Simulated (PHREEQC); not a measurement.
A column of 1 m (40 cells, dispersivity 0.035 m, 720 s a shift, diffusion coefficient 3e-10 m²/s) holds 0.036 eq of the database's cation exchanger X per kg of pore water, first in equilibrium with 0.037 mol KBr, 0.0081 mol SrCl2 and 1e-05 mol HCl per kg of water. It is flushed with 0.013 mol KCl and 1e-05 mol HCl per kg of water, at 25 °C. Values are for the last cell. No CO2 enters from the air. Precipitation was switched off in this run.

Base run: PHREEQC, ion-association model, phreeqc.dat. Each further column changes one thing. The table gives SrX2 on the exchanger (mol/kgw).

```csv
pore volumes,base,exchange capacity from 0.036 to 0.018 eq/kgw,dispersivity from 0.035 to 0.07 m
0,0.00887,0.00443,0.00887
0.5125,0.00887,0.00443,0.00887
1.262,0.00903,0.00461,0.00908
1.762,0.00908,0.00463,0.00914
2.513,0.00911,0.00446,0.00913
3.013,0.00910,0.00425,0.00904
3.763,0.00896,0.00387,0.00881
4.263,0.00879,0.00362,0.00860
5.013,0.00846,0.00327,0.00824
5.513,0.00821,0.00306,0.00799
6.263,0.00782,0.00277,0.00761
6.763,0.00756,0.00259,0.00737
7.513,0.00718,0.00235,0.00701
8.012,0.00693,0.00220,0.00678
```
